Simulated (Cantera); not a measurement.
**Ammonia decomposition in nitride growth gas**

An isothermal, constant-pressure homogeneous reactor starts with 43.5 % NH₃, 56.5 % N₂, at 1650 K and 760 Torr.

Detailed kinetics in Cantera: the gas-phase N/H chemistry of the illustrative SiF4/NH3 mechanism in the Surface Chemkin manual (1991). Walls and surfaces, which speed up NH3 decomposition in real reactors, are not modelled.

```csv
t (s),x NH₃,x H,x NH₂,x N,x N₂,x H₂
3.00e-6,0.435,1.00e-8,2.60e-7,<1e-12,0.565,1.25e-7
1.44e-5,0.435,1.00e-8,1.29e-6,<1e-12,0.565,6.39e-7
6.95e-5,0.435,1.01e-8,6.23e-6,<1e-12,0.565,3.12e-6
0.000334,0.435,1.17e-8,2.96e-5,1.43e-11,0.565,1.60e-5
0.00161,0.435,3.79e-8,9.59e-5,1.38e-10,0.565,0.000147
0.00775,0.434,1.44e-7,0.000106,5.67e-10,0.565,0.00117
0.0373,0.429,6.24e-7,0.000103,2.47e-9,0.565,0.00611
0.179,0.407,2.74e-6,9.51e-5,8.50e-9,0.564,0.0286
0.863,0.326,1.10e-5,7.72e-5,1.42e-8,0.560,0.114
4.16,0.157,3.15e-5,4.17e-5,1.19e-8,0.553,0.291
20.0,0.0371,5.22e-5,1.15e-5,4.65e-9,0.547,0.416
```
x: mole fraction; the columns are a selection and need not sum to one.

Equilibrium at this temperature and pressure: NH₃ 9.31e-6, H 6.12e-5, NH₂ 3.09e-9, N 1.46e-12, N₂ 0.545, H₂ 0.454 (gas phase only).
